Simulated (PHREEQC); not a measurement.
Solution (20 °C): 0.0075 mol H2SO4 and 0.0019 mol ZnSO4 per kg of water. Closed to the air; pH follows from the charge balance.

The numbers come from PHREEQC with the ion-association model, phreeqc.dat.

No solid was allowed to form.

Q: Order these Zn species by the share of Zn that they hold, largest first: Zn+2, ZnSO4, Zn(SO4)2-2.

A: Zn+2 (70 %), ZnSO4 (29 %), Zn(SO4)2-2 (1.4 %)

Q: Order these S species by the share of S that they hold, largest first: SO4-2, ZnSO4, HSO4-, Zn(SO4)2-2.

A: SO4-2 (58 %), HSO4- (35 %), ZnSO4 (5.8 %), Zn(SO4)2-2 (0.55 %)

The pH is 1.98 and the ionic strength 0.0212 mol/kgw.
